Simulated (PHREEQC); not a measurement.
A solution holds 24 mmol/kgw KF, at 25 °C and 50 atm. Closed to the air; pH follows from the charge balance.

The numbers come from PHREEQC with the ion-association model, phreeqc.dat.

This is a speciation only: nothing precipitates in the calculation.

Task: Predict the pH.

Result: pH 7.72.

Species that the database lacks are ignored. Under pressure, the constants of complexes without a molar volume in the database are unreliable.
